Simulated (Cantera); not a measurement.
Thermodynamics of calcination and drying, feed Na₂CO₃ + CO₂ + O₂

Charge: 1 mol Na₂CO₃, 0.19 mol CO₂, 0.033 mol O₂, at 0.0120 bar.

These are equilibrium values from Cantera (NASA tables, ideal gas, pure condensed phases), not measurements of a reactor. Candidate condensed phases: C, Na, NaO₂, Na₂CO₃, Na₂O, Na₂O₂; 16 gas species. The numbers say what is thermodynamically allowed, not how fast it happens.

From 800 K to 1000 K the condensed part is Na₂CO₃(s). From 1200 K to 1400 K the condensed part is Na₂CO₃(l). From 1600 K to 2200 K nothing is condensed.

| T (K) | x CO₂ | x Na | x O₂ | x CO | x O | x NaO | x Na₂O | x Na₂ | n Na₂CO₃(s) | n Na₂CO₃(l) |
|---|---|---|---|---|---|---|---|---|---|---|
| 800 | 0.852 | <1e-12 | 0.148 | <1e-12 | <1e-12 | <1e-12 | <1e-12 | <1e-12 | 1.00 | 0 |
| 1000 | 0.852 | 8.16e-10 | 0.148 | 1.23e-9 | 5.52e-10 | 2.28e-11 | <1e-12 | <1e-12 | 1.00 | 0 |
| 1200 | 0.852 | 6.82e-6 | 0.148 | 3.53e-7 | 8.80e-8 | 1.19e-7 | 6.30e-11 | <1e-12 | 0 | 1.000 |
| 1400 | 0.849 | 0.00338 | 0.148 | 1.98e-5 | 3.32e-6 | 4.20e-5 | 4.09e-7 | 4.85e-9 | 0 | 1.000 |
| 1600 | 0.321 | 0.533 | 0.141 | 0.000155 | 4.97e-5 | 0.00501 | 0.000652 | 5.28e-5 | 0 | 0 |
| 1800 | 0.318 | 0.534 | 0.142 | 0.00159 | 0.000418 | 0.00412 | 7.94e-5 | 2.76e-5 | 0 | 0 |
| 2000 | 0.308 | 0.531 | 0.145 | 0.00980 | 0.00232 | 0.00353 | 1.47e-5 | 1.61e-5 | 0 | 0 |
| 2200 | 0.274 | 0.522 | 0.153 | 0.0385 | 0.00965 | 0.00313 | 3.68e-6 | 9.93e-6 | 0 | 0 |
x: gas mole fraction; n: condensed amount in mol.
